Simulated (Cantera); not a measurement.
Premixed flame

A freely propagating, adiabatic, planar premixed flame of CH4 : O2 : N2 = 1 : 2 : 7.52 (molar parts), equivalence ratio 1.0, unburnt at 673 K and 8.30 bar; mixture-averaged transport, grid criteria slope 0.08 and curve 0.16, no radiation.

Detailed kinetics in Cantera: GRI-Mech 3.0 (53 species, 325 reactions). Burning velocities carry a grid error of a few per cent, more on coarse grids.

| z (mm) | T (K) | u (m/s) | x CH4 | x O2 | x CH2O | x HCN | x NO | x HO2 |
|---|---|---|---|---|---|---|---|---|
| -0.194 | 674 | 0.781 | 0.0949 | 0.190 | 5.64e-7 | <1e-8 | <1e-8 | 1.58e-7 |
| -0.129 | 679 | 0.789 | 0.0942 | 0.189 | 8.45e-6 | <1e-8 | 2.85e-8 | 1.78e-6 |
| -0.0971 | 696 | 0.810 | 0.0928 | 0.188 | 3.84e-5 | 2.58e-8 | 1.16e-7 | 6.95e-6 |
| -0.0647 | 780 | 0.913 | 0.0865 | 0.180 | 0.000248 | 1.80e-7 | 7.39e-7 | 3.76e-5 |
| -0.0324 | 1188 | 1.41 | 0.0588 | 0.143 | 0.00134 | 1.42e-6 | 6.67e-6 | 0.000177 |
| -0.0162 | 1597 | 1.91 | 0.0309 | 0.0999 | 0.00146 | 3.27e-6 | 1.58e-5 | 0.000240 |
| 0 | 1997 | 2.39 | 0.00617 | 0.0524 | 0.000583 | 6.17e-6 | 3.06e-5 | 0.000115 |
| 0.0162 | 2175 | 2.59 | 0.000284 | 0.0273 | 6.68e-5 | 4.69e-6 | 4.95e-5 | 2.85e-5 |
| 0.0324 | 2247 | 2.67 | 6.80e-6 | 0.0193 | 2.27e-6 | 1.52e-6 | 6.29e-5 | 1.61e-5 |
| 0.0647 | 2329 | 2.75 | <1e-8 | 0.0143 | <1e-8 | 1.50e-7 | 7.94e-5 | 9.44e-6 |
| 0.129 | 2402 | 2.82 | <1e-8 | 0.0107 | <1e-8 | <1e-8 | 0.000103 | 5.25e-6 |
| 0.259 | 2450 | 2.87 | <1e-8 | 0.00831 | <1e-8 | <1e-8 | 0.000139 | 3.25e-6 |
| 0.518 | 2472 | 2.89 | <1e-8 | 0.00715 | <1e-8 | <1e-8 | 0.000199 | 2.53e-6 |
x: mole fraction of selected species; z is measured from the peak of heat release.

The laminar burning velocity is 78.0 cm/s and the thermal thickness comes out as 0.0647 mm. The peak x(CH2O) comes out as 0.00157. The peak x(HCN) is 6.54e-6, the peak x(HO2) is 0.000241 and the grid points is 137.
